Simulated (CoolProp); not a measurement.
Vapour-liquid equilibrium of R152A (1) + isobutene (2) at 212 K; x and y are mole fractions of (1).

Model: multi-fluid Helmholtz-energy mixture model, Outcalt 1996 and Lemmon 2005; pair parameters Bell 2016, in CoolProp.

| x | bubble pressure (MPa) | y at the bubble point | dew pressure at overall composition x (MPa) | liquid density (mol/L) |
|---|---|---|---|---|
| 0.05 | 0.008749 | 0.301 | 0.006702 | 12.35 |
| 0.2 | 0.01263 | 0.568 | 0.007798 | 12.81 |
| 0.35 | 0.01414 | 0.645 | 0.009296 | 13.32 |
| 0.5 | 0.01478 | 0.685 | 0.01141 | 13.89 |
| 0.65 | 0.01512 | 0.722 | 0.01422 | 14.54 |
| 0.8 | 0.01520 | 0.781 | 0.01515 | 15.28 |
| 0.95 | 0.01455 | 0.914 | 0.01430 | 16.13 |

y crosses x between x = 0.65 and 0.8: the model has an azeotrope there.

Pair parameters are fitted to limited data, so mixtures are less certain than the pure fluids. With so large a gap from Raoult's law the liquid may split in two, which this calculation doesn't test in full.
